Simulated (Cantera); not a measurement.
Input: 1 mol AlN, 0.32 mol Cl₂, held at 900 °C and 0.540 bar.

Equilibrium computed with Cantera from the NASA thermochemical tables; the gas is ideal and each condensed phase is pure. Candidate condensed phases: Al, AlCl₃, AlN; 11 gas species. The tables' values for AlCl₂ are old estimates; treat these amounts as uncertain. Kinetics and transport are ignored.

Base state: AlCl₃ 0.662, N₂ 0.334, Al₂Cl₆ 0.00314, AlCl₂ 6.68e-5 (mole fractions); condensed: AlN(s).

What changes in the equilibrium state with this change: AlN replaced by Al₂O₃?


```json
[
 {"species": "Cl₂", "before": "<1e-9", "after": "0.994"},
 {"species": "Cl", "before": "4.27e-8", "after": "0.00481"},
 {"species": "AlCl₃", "before": "0.662", "after": "0.000625"},
 {"species": "N₂", "before": "0.334", "after": "0"},
 {"species": "Al₂Cl₆", "before": "0.00314", "after": "2.79e-9"},
 {"species": "O₂", "before": "0", "after": "0.000467"},
 {"species": "AlCl₂", "before": "6.68e-5", "after": "<1e-9"},
 {"species": "AlN(s), mol", "before": "0.787", "after": "0"},
 {"species": "Al₂O₃(s), mol", "before": "0", "after": "1.000"}
]
```
Further candidate phases: Al₂O₃.

What changes in the equilibrium state with this change: pressure from 0.540 bar to 0.133 bar?


```json
[
 {"species": "AlCl₃", "before": "0.662", "after": "0.665"},
 {"species": "N₂", "before": "0.334", "after": "0.334"},
 {"species": "Al₂Cl₆", "before": "0.00314", "after": "0.000781"},
 {"species": "AlCl₂", "before": "6.68e-5", "after": "0.000135"},
 {"species": "AlN(s), mol", "before": "0.787", "after": "0.787"}
]
```
